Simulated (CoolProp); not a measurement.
Vapour-liquid equilibrium of carbon dioxide (1) + carbonyl sulfide (2) at 17.1 bar; x and y are mole fractions of (1).

Model: multi-fluid Helmholtz-energy mixture model, Span 1996 and Lemmon 2006; pair parameters Bell 2016, in CoolProp.

Question: Give the bubble temperature and the first vapour's composition at x = 0.425, 0.65, 0.95. Is there an azeotrope?

Answer: x = 0.425: -8.0 °C, y = 0.766; x = 0.65: -15.9 °C, y = 0.865; x = 0.95: -23.4 °C, y = 0.978. No azeotrope shows between x = 0.05 and 0.95.

Pair parameters are fitted to limited data, so mixtures are less certain than the pure fluids.
